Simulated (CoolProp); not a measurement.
A Linde-Hampson liquefier for ethylene: isothermal reversible compression at 300 K from 1 atm to 25 MPa, throttling to 1 atm, return gas leaving the recuperator 5 K below the feed. Each further row changes one setting.

Computed with CoolProp (reference Helmholtz-energy equation of state, Smukala 2000).

```csv
case,liquid yield per pass,compression work (kJ/kg of gas)
as stated,?,386
high pressure 50 MPa,?,441
warm-end temperature 330 K,?,454
warm-end gap 10 K,?,386
```

### Question
Complete the blanks.

### Answer

- as stated, liquid yield per pass: 0.475
- high pressure 50 MPa, liquid yield per pass: 0.460
- warm-end temperature 330 K, liquid yield per pass: 0.392
- warm-end gap 10 K, liquid yield per pass: 0.469
